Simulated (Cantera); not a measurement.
An isothermal, constant-pressure homogeneous reactor starts with 22.7 % C₃H₈, 77.3 % H₂, at 1173 K and 600 Pa.

Computed with Cantera and GRI-Mech 3.0 (53 species, 325 reactions). GRI-Mech 3.0 was tuned for natural gas; its chemistry of propane as a main component is partial and can be far from experiment. GRI-Mech 3.0 stops at C3 and has no aromatics, soot or wall deposition, so with more carbon than oxygen in the feed, carbon stays in small species such as C2H2 where larger ones or solid carbon would form. Radical loss at walls, strong at low pressure, is not modelled.

**Question.** Predict: x(C₃H₈) at 4.00 s; x(H₂) at 4.00 s; x(C₂H₆) at 4.00 s; x(C₂H₂) at 4.00 s; x(H) at 4.00 s; x(C₂H₄) at 4.00 s.

**Answer.** 
```
Property                                             Result
-----------------  ----------------------------------------
x(C₃H₈) at 4.00 s   2.08e-6 (gas-phase equilibrium 3.69e-9)
x(H₂) at 4.00 s         0.643 (gas-phase equilibrium 0.716)
x(C₂H₆) at 4.00 s  0.000191 (gas-phase equilibrium 1.15e-5)
x(C₂H₂) at 4.00 s      0.0254 (gas-phase equilibrium 0.159)
x(H) at 4.00 s      2.40e-6 (gas-phase equilibrium 1.30e-6)
x(C₂H₄) at 4.00 s      0.157 (gas-phase equilibrium 0.0127)
```
